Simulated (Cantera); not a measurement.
Input: 1 mol SiF4, 11 mol NO, 0.3 mol N2O, held at 1723.15 K.

These are equilibrium values from Cantera (NASA tables, ideal gas, pure condensed phases), not measurements of a reactor. Candidate condensed phases: Si, SiO2, Si2N2O, Si3N4; 28 gas species. The tables' values for SiF3, SiO2 are old estimates; treat these amounts as uncertain. The tables hold silica as quartz up to 1696 K and as liquid above; real silica turns to tridymite and cristobalite and melts near 1996 K. Equilibrium is a limit: real reactors are often held back by kinetics, nucleation or transport.

x: gas mole fraction; n: condensed amount in mol.

| P (Pa) | x N2 | x O2 | x SiF4 | x O | n SiO2(condensed) |
|---|---|---|---|---|---|
| 5 | 0.463 | 0.448 | 0.0797 | 0.00539 | 0.000602 |
| 21 | 0.463 | 0.450 | 0.0800 | 0.00264 | 0.000584 |
| 85 | 0.464 | 0.451 | 0.0802 | 0.00131 | 0.000331 |
| 350 | 0.464 | 0.452 | 0.0803 | (withheld) | (withheld) |
| 1400 | 0.464 | 0.452 | 0.0803 | 0.000323 | 0 |
| 5900 | 0.464 | 0.452 | 0.0803 | 0.000158 | 0 |
| 24000 | 0.464 | 0.452 | 0.0803 | (withheld) | 0 |
| 100000 | 0.464 | 0.452 | 0.0803 | 3.83e-5 | 0 |

Question: Complete the blanks.

Answer: 
- 24000, x O: 7.81e-5
- 350, x O: 0.000647
- 350, n SiO2(condensed): 0.000170
